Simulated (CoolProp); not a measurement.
A Linde-Hampson liquefier for dry air: isothermal reversible compression at 290 K from 1 atm to 25 MPa, throttling to 1 atm, return gas leaving the recuperator 5 K below the feed. Each further row changes one setting.

Computed with CoolProp (reference Helmholtz-energy equation of state, Lemmon 2000). It is a pseudo-pure fit of the blend.

```
case                        liquid yield per pass  compression work (kJ/kg of gas)
--------------------------  ---------------------  -------------------------------
as stated                                   0.090                              457
high pressure 50 MPa                        0.104                              ___
warm-end temperature 320 K                    ___                              ___
warm-end gap 10 K                             ___                              457
```

Fill in the missing entries.


- high pressure 50 MPa, compression work (kJ/kg of gas): 524
- warm-end temperature 320 K, liquid yield per pass: 0.064
- warm-end temperature 320 K, compression work (kJ/kg of gas): 508
- warm-end gap 10 K, liquid yield per pass: 0.079
